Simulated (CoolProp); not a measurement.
Water along the isotherm 602.9 K: density (kg/m³) from the reference equation and from simpler models built on Tc = 647.1 K, pc = 220.6 bar, ω = 0.344; each cubic takes its own stable root.

The numbers come from the reference Helmholtz-energy equation of state, Wagner 2002 in CoolProp.

```tsv
p (bar)	phase	reference	van der Waals	Peng-Robinson
125	gas	72.53	60.41	68.91
250	liquid	681.3	338.4	521.9
375	liquid	(withheld)	363.7	549.0
500	liquid	729.7	(withheld)	(withheld)
625	liquid	(withheld)	392.6	586.3
750	liquid	762.4	402.6	(withheld)
875	liquid	775.8	411.1	612.7
1000	liquid	787.9	418.4	623.6
```

Problem. What belongs in the gaps?

Solution. 
- 375, reference: 708.6
- 500, van der Waals: 380.1
- 500, Peng-Robinson: 569.6
- 625, reference: 747.2
- 750, Peng-Robinson: 600.4
